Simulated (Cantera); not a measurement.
Feed: 1 mol SiH2Cl2, 900 mol H2, 0.42 mol C2H4, held at 1125 K and 0.0100 bar.

Equilibrium computed with Cantera from the NASA thermochemical tables; the gas is ideal and each condensed phase is pure. Mutual solubility and eutectic melting of coexisting phases are not modelled. Kinetics and transport are ignored.

| species | before | after |
|---|---|---|
| H2 | 0.998 | 0.997 |
| HCl | 0.00219 | 0.00218 |
| H | 4.44e-7 | 0.00116 |
| Si | <1e-9 | 4.34e-5 |
| SiH2 | 2.36e-9 | 1.12e-5 |
| SiCl2 | 1.02e-5 | 1.71e-5 |
| Si(s), mol | 0.150 | 0.0865 |
| SiC(s), mol | 0.840 | 0.840 |
Gas species are given as mole fractions.

### Question
Name the change that produced these shifts.
A) SiH2Cl2 replaced by CH3SiCl3
B) temperature from 1125 K to 1675 K
C) temperature from 1125 K to 923.15 K
D) temperature from 1125 K to 2398.15 K

### Answer
B, temperature from 1125 K to 1675 K. Gases not in the tables: Si2H6 and higher silanes
